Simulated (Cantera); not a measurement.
# Nb2O5 + H2 + H2O (hydrogen reduction and annealing atmospheres)

Charge: 1 mol Nb2O5, 0.74 mol H2, 0.13 mol H2O, equilibrated at 33000 Pa.

Equilibrium computed with Cantera from the NASA thermochemical tables; the gas is ideal and each condensed phase is pure. Candidate condensed phases: H2O, Nb, NbO, NbO2, Nb2O5; 12 gas species. Mutual solubility and eutectic melting of coexisting phases are not modelled. Condensed phases not in the tables: the oxides between NbO2 and Nb2O5. Rates play no part.

| T (K) | x H2 | x H2O | x H | x OH | n Nb2O5(s) | n NbO2(s) | n Nb2O5(l) |
|---|---|---|---|---|---|---|---|
| 1073 | 0.851 | 0.149 | 2.25e-8 | 1.48e-11 | 1.00 | 0 | 0 |
| 1173 | 0.851 | 0.149 | 1.89e-7 | 2.29e-10 | 1.00 | 0 | 0 |
| 1273 | 0.851 | 0.149 | 1.14e-6 | 2.32e-9 | 1.00 | 0 | 0 |
| 1373 | 0.851 | 0.149 | 5.35e-6 | 1.68e-8 | 1.00 | 0 | 0 |
| 1473 | 0.851 | 0.149 | 2.03e-5 | 9.29e-8 | 1.00 | 0 | 0 |
| 1573 | 0.851 | 0.149 | 6.53e-5 | 4.14e-7 | 1.00 | 0 | 0 |
| 1673 | 0.850 | 0.149 | 0.000183 | 1.55e-6 | 1.00 | 0 | 0 |
| 1773 | 0.809 | 0.190 | 0.000446 | 6.48e-6 | 0.965 | 0.0708 | 0 |
| 1873 | 0.820 | 0.179 | 0.00102 | 1.73e-5 | 0 | 0.0521 | 0.974 |
| 1973 | 0.837 | 0.161 | 0.00215 | 3.93e-5 | 0 | 0.0210 | 0.989 |
x: gas mole fraction; n: condensed amount in mol.

From 1073 K to 1673 K the condensed part is Nb2O5(s). At 1773 K the condensed part is NbO2(s) + Nb2O5(s). From 1873 K to 1973 K the condensed part is NbO2(s) + Nb2O5(l).
